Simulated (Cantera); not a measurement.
# LiCl + O2 + H2 (halide evaporation, hydrolysis and transport)

A closed system holds: 1 mol LiCl, 3 mol O2, 0.27 mol H2, at 6.40 mbar.

These are equilibrium values from Cantera (NASA tables, ideal gas, pure condensed phases), not measurements of a reactor. Candidate condensed phases: H2O, Li, LiCl, LiH, LiOH, Li2O; 25 gas species. Rates play no part.

```json
[
 {"T (K)": "873", "x O2": "0.910", "x LiCl": "0.00135", "x H2O": "0.0857", "x Li2Cl2": "0.00282", "x O": "2.26e-11", "x OH": "3.17e-8", "x Cl": "4.04e-9", "n LiCl(s)": "0.976"},
 {"T (K)": "1073", "x O2": "0.751", "x LiCl": "0.0962", "x H2O": "0.0706", "x Li2Cl2": "0.0795", "x O": "1.35e-8", "x OH": "1.78e-6", "x Cl": "1.05e-6", "n LiCl(s)": "0"},
 {"T (K)": "1273", "x O2": "0.701", "x LiCl": "0.220", "x H2O": "0.0654", "x Li2Cl2": "0.0121", "x O": "1.13e-6", "x OH": "2.95e-5", "x Cl": "2.31e-5", "n LiCl(s)": "0"},
 {"T (K)": "1473", "x O2": "0.693", "x LiCl": "0.238", "x H2O": "0.0637", "x Li2Cl2": "0.00110", "x O": "2.91e-5", "x OH": "0.000234", "x Cl": "0.000169", "n LiCl(s)": "0"},
 {"T (K)": "1673", "x O2": "0.692", "x LiCl": "0.238", "x H2O": "0.0619", "x Li2Cl2": "0.000159", "x O": "0.000348", "x OH": "0.00113", "x Cl": "0.000721", "n LiCl(s)": "0"},
 {"T (K)": "1873", "x O2": "0.688", "x LiCl": "0.236", "x H2O": "0.0587", "x Li2Cl2": "3.43e-5", "x O": "0.00245", "x OH": "0.00384", "x Cl": "0.00215", "n LiCl(s)": "0"},
 {"T (K)": "2073", "x O2": "0.676", "x LiCl": "0.230", "x H2O": "0.0527", "x Li2Cl2": "9.72e-6", "x O": "0.0118", "x OH": "0.00993", "x Cl": "0.00510", "n LiCl(s)": "0"},
 {"T (K)": "2273", "x O2": "0.641", "x LiCl": "0.217", "x H2O": "0.0425", "x Li2Cl2": "3.22e-6", "x O": "0.0424", "x OH": "0.0202", "x Cl": "0.0108", "n LiCl(s)": "0"}
]
```
x: gas mole fraction; n: condensed amount in mol.

At 873 K the condensed part is LiCl(s). From 1073 K to 2273 K nothing is condensed. The main Li-bearing gas is Li2Cl2 at 873 K and LiCl at 2273 K.
